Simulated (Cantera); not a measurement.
## Moist CO burnout

An isothermal, constant-pressure homogeneous reactor starts with CO : O₂ : H₂O : N₂ = 0.0011 : 0.007 : 0.00017 : 1 (molar parts), at 1200 K and 1.70 bar.

Detailed kinetics in Cantera: GRI-Mech 3.0 (53 species, 325 reactions).

| t (s) | x CO | x O₂ | x H₂O | x N₂O | x H₂ |
|---|---|---|---|---|---|
| 0.000100 | 0.00109 | 0.00694 | 0.000169 | <1e-12 | <1e-12 |
| 0.000231 | 0.00109 | 0.00694 | 0.000169 | <1e-12 | <1e-12 |
| 0.000534 | 0.00109 | 0.00694 | 0.000169 | <1e-12 | <1e-12 |
| 0.00123 | 0.00109 | 0.00694 | 0.000169 | <1e-12 | <1e-12 |
| 0.00285 | 0.00109 | 0.00694 | 0.000169 | 3.27e-12 | 1.05e-12 |
| 0.00658 | 0.00109 | 0.00694 | 0.000169 | 2.21e-11 | 1.09e-11 |
| 0.0152 | 0.00109 | 0.00694 | 0.000169 | 3.17e-10 | 2.30e-10 |
| 0.0351 | 0.00106 | 0.00692 | 0.000167 | 5.37e-8 | 2.25e-7 |
| 0.0811 | 0.000632 | 0.00671 | 0.000166 | 7.98e-7 | 6.82e-7 |
| 0.187 | 0.000248 | 0.00652 | 0.000167 | 1.47e-6 | 2.61e-7 |
| 0.433 | 6.44e-5 | 0.00643 | 0.000168 | 1.77e-6 | 6.05e-8 |
| 1.00 | 1.07e-5 | 0.00640 | 0.000168 | 1.60e-6 | 9.05e-9 |
x: mole fraction; the columns are a selection and need not sum to one.

Equilibrium at this temperature and pressure: CO 1.84e-10, O₂ 0.00638, H₂O 0.000169, N₂O 3.94e-9, H₂ 2.07e-11 (gas phase only).
